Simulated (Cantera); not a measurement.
A freely propagating, adiabatic, planar premixed flame of H2 : O2 : N2 = 1 : 0.5 : 1.88 (molar parts), unburnt at 373 K and 3750 Torr; mixture-averaged transport, grid criteria slope 0.08 and curve 0.16, no radiation.

Computed with Cantera and the H2/O2 subset of GRI-Mech 3.0, which has no nitrogen chemistry. The hydrogen kinetics of GRI-Mech 3.0 are dated; newer H2 mechanisms differ, most at raised pressure. Burning velocities carry a grid error of a few per cent, more on coarse grids.

Q: How do the results move with these cheaper or finer settings: unity-Lewis-number transport; multicomponent transport; multicomponent+Soret transport; grid criteria slope 0.5, curve 1; grid criteria slope 0.25, curve 0.5; grid criteria slope 0.03, curve 0.06?

A: 
| setting | laminar burning velocity | thermal thickness | peak x(OH) | peak x(H2O2) | grid points |
|---|---|---|---|---|---|
| as above | 281 cm/s | 0.0514 mm | 0.0146 | 0.000154 | 110 |
| unity-Lewis-number transport | 235 cm/s | 0.0470 mm | 0.0153 | 6.31e-5 | 112 |
| multicomponent transport | 278 cm/s | 0.0508 mm | 0.0146 | 0.000157 | 110 |
| multicomponent+Soret transport | 251 cm/s | 0.0504 mm | 0.0144 | 0.000162 | 112 |
| grid criteria slope 0.5, curve 1 | 302 cm/s | 0.0634 mm | 0.0149 | 0.000130 | 41 |
| grid criteria slope 0.25, curve 0.5 | 285 cm/s | 0.0546 mm | 0.0147 | 0.000150 | 53 |
| grid criteria slope 0.03, curve 0.06 | 281 cm/s | 0.0503 mm | 0.0146 | 0.000156 | 246 |
Unity Lewis numbers drop preferential diffusion, which matters most where H2 and H carry the flame; Soret adds thermal diffusion.
